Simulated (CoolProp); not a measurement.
Computed with CoolProp (reference Helmholtz-energy equation of state, Lemmon 2006). It is a short technical equation, of lower accuracy than the large ones.

Task: For CH3F (R41), give the phase and the density (kg/m³), cp (kJ/(kg K)), cv (kJ/(kg K)), speed of sound (m/s) at 206.8 K and 18 MPa; 245.4 K and 18 MPa; 253.1 K and 18 MPa.

Result: 
- 206.8 K and 18 MPa: liquid; density 881, cp 2.01, cv 1.25, speed of sound 1130
- 245.4 K and 18 MPa: liquid; density 804, cp 2.08, cv 1.20, speed of sound 945
- 253.1 K and 18 MPa: liquid; density 787, cp 2.10, cv 1.19, speed of sound 907
